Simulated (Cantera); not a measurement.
A Cantera script and what it prints.

```python
import numpy as np
import cantera as ct

gas_names = """
    S2 H2 H2S
""".split()
cond_names = """
    Ca(a) Ca(b) Ca(L) CaS(s) Ba(cr) Ba(L) BaS(s)
""".split()


# ... load() reads the species with a 1 bar reference pressure and builds the phases ...
species = {s.name: s for s in load("nasa_gas.yaml", gas_names) + load("nasa_condensed.yaml", cond_names)}
# Each term lists the table entries of one substance; the one whose range holds T is used.
reactions = {
    '2 Ca + S2(g) = 2 CaS':
        [(-2, ['Ca(a)', 'Ca(b)', 'Ca(L)']), (-1, ['S2']), (2, ['CaS(s)'])],
    '2 H2(g) + S2(g) = 2 H2S(g)':
        [(-2, ['H2']), (-1, ['S2']), (2, ['H2S'])],
    '2 Ba + S2(g) = 2 BaS':
        [(-2, ['Ba(cr)', 'Ba(L)']), (-1, ['S2']), (2, ['BaS(s)'])],
}


def pick(names, T):
    return next(species[n] for n in names if species[n].thermo.min_temp <= T <= species[n].thermo.max_temp)


results = []
for label, terms in reactions.items():
    print(label)
    print("     T/K   dH/kJ  dS/(J/K)   dG/kJ   log10 K")
    for T in [300, 700, 750, 800, 850, 900, 950, 1000, 1050, 1100, 1150, 1200]:
        used = [(nu, pick(names, T)) for nu, names in terms]
        dH = sum(nu * s.thermo.h(T) for nu, s in used) / 1e6
        dS = sum(nu * s.thermo.s(T) for nu, s in used) / 1e3
        dG = dH - T * dS / 1e3
        logK = -dG * 1e6 / (ct.gas_constant * T * np.log(10))
        results.append((label, T, dH, dS, dG, logK, [s.name for _, s in used]))
        print(f"{T:8g} {dH:8.1f} {dS:8.1f} {dG:8.1f} {logK:8.2f}")
```

Output:

```
2 Ca + S2(g) = 2 CaS
     T/K   dH/kJ  dS/(J/K)   dG/kJ   log10 K
     300  -1074.8   -200.1  -1014.8   176.69
     700  -1071.6   -192.8   -936.6    69.89
     750  -1073.1   -194.9   -926.9    64.55
     800  -1072.6   -194.3   -917.2    59.88
     850  -1072.1   -193.7   -907.5    55.76
     900  -1071.7   -193.2   -897.8    52.11
     950  -1071.3   -192.8   -888.1    48.83
    1000  -1071.0   -192.5   -878.5    45.89
    1050  -1070.7   -192.2   -868.9    43.22
    1100  -1070.6   -192.1   -859.3    40.80
    1150  -1087.8   -207.5   -849.1    38.57
    1200  -1088.0   -207.7   -838.8    36.51
2 H2(g) + S2(g) = 2 H2S(g)
     T/K   dH/kJ  dS/(J/K)   dG/kJ   log10 K
     300   -169.4    -78.3   -146.0    25.41
     700   -176.9    -94.6   -110.7     8.26
     750   -177.6    -95.5   -105.9     7.38
     800   -178.1    -96.2   -101.1     6.60
     850   -178.6    -96.8    -96.3     5.92
     900   -179.1    -97.4    -91.4     5.31
     950   -179.5    -97.8    -86.6     4.76
    1000   -179.8    -98.1    -81.7     4.27
    1050   -180.1    -98.4    -76.8     3.82
    1100   -180.3    -98.6    -71.8     3.41
    1150   -180.5    -98.8    -66.9     3.04
    1200   -180.7    -99.0    -62.0     2.70
2 Ba + S2(g) = 2 BaS
     T/K   dH/kJ  dS/(J/K)   dG/kJ   log10 K
     300  -1055.6   -196.2   -996.7   173.54
     700  -1052.7   -189.7   -919.9    68.64
     750  -1052.5   -189.4   -910.4    63.41
     800  -1052.3   -189.2   -901.0    58.83
     850  -1052.2   -189.1   -891.5    54.78
     900  -1052.2   -189.1   -882.0    51.19
     950  -1052.2   -189.1   -872.6    47.98
    1000  -1052.3   -189.2   -863.1    45.08
    1050  -1068.1   -205.0   -852.9    42.43
    1100  -1068.1   -205.0   -842.6    40.01
    1150  -1068.2   -205.0   -832.4    37.81
    1200  -1068.2   -205.0   -822.1    35.79
```

Source: NASA polynomial tables (part measured, part estimated), evaluated in Cantera. Condensed species are held in their standard states even where they would react or evaporate.
